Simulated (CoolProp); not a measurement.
The fluid at 530.88 K and 0.239 MPa expands adiabatically to 0.0242 MPa with isentropic efficiency 0.7. The same conditions are run with several fluids, on thermodynamics alone (safety and materials aside).

Values from CoolProp's reference Helmholtz-energy equation of state of each fluid (neopentane: Lemmon 2006; ammonia: Gao 2020; hydrogen sulfide: Lemmon 2006; n-decane: Lemmon 2006; methanol: de Reuck 1993).

Task: Rank neopentane, ammonia, hydrogen sulfide, n-decane, methanol by work (kJ/kg), highest first.

Result: ammonia (331), methanol (187), hydrogen sulfide (161), neopentane (92.7), n-decane (46.8)

| fluid | final temperature (K) | final density (kg/m³) |
|---|---|---|
| neopentane | 494.9 | 0.425 |
| ammonia | 391.4 | 0.127 |
| hydrogen sulfide | 379.2 | 0.262 |
| n-decane | 509.5 | 0.820 |
| methanol | 425.6 | 0.220 |
